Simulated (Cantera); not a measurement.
Charge: 1 mol Pb, 0.92 mol H2, 0.24 mol N2, equilibrated at 1150 K and 140000 Pa.

Cantera equilibrium calculation (NASA polynomials, part measured and part estimated; ideal gas, pure solids and liquids). Candidate condensed phases: Pb; 11 gas species. The numbers say what is thermodynamically allowed, not how fast it happens.

Base state: H2 0.793, N2 0.207, Pb 0.000207, NH3 0.000110 (mole fractions); condensed: Pb(l).

Q: What changes in the equilibrium state with this change: pressure from 140000 Pa to 110 Pa?

A: 
| species | before | after |
|---|---|---|
| H2 | 0.793 | 0.584 |
| Pb | 0.000207 | 0.263 |
| N2 | 0.207 | 0.152 |
| NH3 | 0.000110 | 4.68e-8 |
| Pb(l), mol | 1.000 | 0.585 |
